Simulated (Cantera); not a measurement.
Feed: 1 mol Si, a varied amount of Br₂, at 623 K and 105 Torr.

Equilibrium computed with Cantera from the NASA thermochemical tables; the gas is ideal and each condensed phase is pure. Candidate condensed phases: Br₂, Si; 9 gas species. Kinetics and transport are ignored.

Which condensed phases are stable at each of these points (n(Br₂) (mol)): 0.71, 1.1, 1.5, 1.8, 2.2, 2.6, 2.9, 3.3, 3.7, 4.1, 4.4?


| n(Br₂) (mol) | condensed phases | Si condensed (%) |
|---|---|---|
| 0.71 | Si(s) | 64.5 |
| 1.1 | Si(s) | 45.0 |
| 1.5 | Si(s) | 25.0 |
| 1.8 | Si(s) | 10.0 |
| 2.2 | gas only | 0.0 |
| 2.6 | gas only | 0.0 |
| 2.9 | gas only | 0.0 |
| 3.3 | gas only | 0.0 |
| 3.7 | gas only | 0.0 |
| 4.1 | gas only | 0.0 |
| 4.4 | gas only | 0.0 |

From 0.71 mol Br₂ to 1.8 mol Br₂ the condensed part is Si(s). From 2.2 mol Br₂ to 4.4 mol Br₂ nothing is condensed.
